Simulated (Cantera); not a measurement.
Charge: 1 mol MgCl₂, 2.6 mol O₂, 67 mol H₂, at 14000 Pa.

Cantera equilibrium calculation (NASA polynomials, part measured and part estimated; ideal gas, pure solids and liquids). Candidate condensed phases: H₂O, Mg, MgCl₂, MgO, Mg(OH)₂; 22 gas species. Equilibrium is a limit: real reactors are often held back by kinetics, nucleation or transport.

Task: What share of the Mg ends up in condensed phases as a function of T (K), at 1498, 1548, 1598, 1648, 1698, 1748, 1798, 1848, 1898, 1948, 1998, 2048?

Result: 
```tsv
T (K)	Mg condensed (%)	as
1498	99.5	MgO(s)
1548	99.3	MgO(s)
1598	99.0	MgO(s)
1648	98.6	MgO(s)
1698	98.1	MgO(s)
1748	97.4	MgO(s)
1798	96.4	MgO(s)
1848	95.0	MgO(s)
1898	92.7	MgO(s)
1948	88.9	MgO(s)
1998	82.4	MgO(s)
2048	71.1	MgO(s)
```
